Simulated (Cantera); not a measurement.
Feed: 1 mol HgO, 0.65 mol H2, 0.3 mol N2, at 33.0 mbar.

Cantera equilibrium calculation (NASA polynomials, part measured and part estimated; ideal gas, pure solids and liquids). Candidate condensed phases: H2O, Hg, HgO; 25 gas species. The numbers say what is thermodynamically allowed, not how fast it happens.

**Question.** At 325 °C, list the 4 most abundant gas species with their mole fractions, and the condensed phases.

**Answer.** Hg 0.471, H2O 0.306, N2 0.141, O2 0.0824. Condensed: gas only.
